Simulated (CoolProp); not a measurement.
Vapour-liquid equilibrium of carbon dioxide (1) + dimethyl ether (2) at 0.519 MPa; x and y are mole fractions of (1).

Computed with CoolProp (multi-fluid Helmholtz-energy mixture model, Span 1996 and Wu 2011; pair parameters Bell 2016).

```csv
x,"bubble temperature, mixture model (°C)","bubble temperature, Raoult's law (°C)","y, mixture model","y, Raoult's law"
0.05,11.4,6.3,0.264,0.395
0.15,-3.9,-12.1,0.596,0.721
0.25,-15.9,-23.7,0.770,0.846
0.35,-25.3,-31.8,0.865,0.907
0.45,-32.9,-37.9,0.920,0.941
0.55,-39.1,-42.7,0.953,0.962
0.65,-44.3,-46.7,0.973,0.976
0.75,-48.7,-50.0,0.985,0.986
0.85,-52.3,-52.9,0.993,0.993
0.95,-55.2,-55.4,0.998,0.998
```

The largest gap from Raoult's law is +8.2 K in bubble temperature, at x = 0.15. No azeotrope shows between x = 0.05 and 0.95.

The pair parameters rest on a limited set of measurements; away from them the model extrapolates.
